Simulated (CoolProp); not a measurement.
Computed with CoolProp (reference Helmholtz-energy equation of state, de Vries 1995).

### Question
For R124, give the phase and the Z, viscosity (µPa s), fugacity coefficient at 15.55 °C and 1.32 MPa.

### Answer
- 15.55 °C and 1.32 MPa: liquid; Z 0.0539, viscosity 284, fugacity coefficient 0.206

Viscosity comes from a separate model (Bell 2016), an estimate that may be off by 10 % or more.
